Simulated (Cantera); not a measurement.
A closed system holds: 1 mol SiCl4, 0.29 mol HCl, a varied amount of H2, held at 0.350 bar.

Method: chemical equilibrium by Gibbs-energy minimisation in Cantera with the NASA 1993 tables (ideal gas, pure condensed phases). Candidate condensed phases: Si; 19 gas species. The tables' values for SiCl3 are old estimates. Kinetics and transport are ignored.

Stable condensed phases, one row left out:

```
T in K \ n(H2) in mol
         8.4  16  30  57 110 200 390 730
   1400    A   B   B   B   B   B   B   B
   1350    A   B   B   B   B   B   B   B
   1300    A   B   B   B   B   B   B   B
   1250    A   A   B   B   B   B   B   B
   1200    A   A   B   B   B   B   B   B
   1150    A   A   B   B   B   B   B   B
   1050    A   A   A   A   B   B   B   B
   1000    A   A   A   A   A   B   B   B
    950    A   A   A   A   A   A   B   B
    900    A   A   A   A   A   A   A   B
    850    A   A   A   A   A   A   A   A
```

A: gas only; B: Si.

### Question
Give the row for 1100 K.

### Answer
8.4: gas only; 16: gas only; 30: gas only; 57: Si; 110: Si; 200: Si; 390: Si; 730: Si.
